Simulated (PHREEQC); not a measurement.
2 g of hydrous ferric oxide (600 m²/g; 0.2 weak and 0.005 strong sites per Fe, Dzombak-Morel constants, diffuse double layer) in 1 kg of water with 0.005 mol/kgw of an inert sodium salt and 2.4e-05 mol/kgw NaF and 0.0033 mol/kgw Ag2SO4, at 25 °C; the pH is set by adding NaOH or the inert anion's acid. Oxygen alone is held at its pressure in air (log pO2 = -0.68). No CO2 enters from the air. Precipitation was switched off in this run.

The series has 17 steps of pH, from 3 to 9.

Equilibrium calculation in PHREEQC: ion-association model, wateq4f.dat.

Q: Near which pH is half of the S sorbed, and on which side is more sorbed?

A: Near pH 5.4, with more sorbed at lower pH.

Q: Near which pH is half of the Ag sorbed, and on which side is more sorbed?

A: Near pH 8.4, with more sorbed at higher pH.

Along this series the solution becomes supersaturated in solids that the run did not let form, among them Ag2O. Complexes and solids missing from the database can't appear. The oxide is taken as insoluble; below pH 4 it would dissolve.
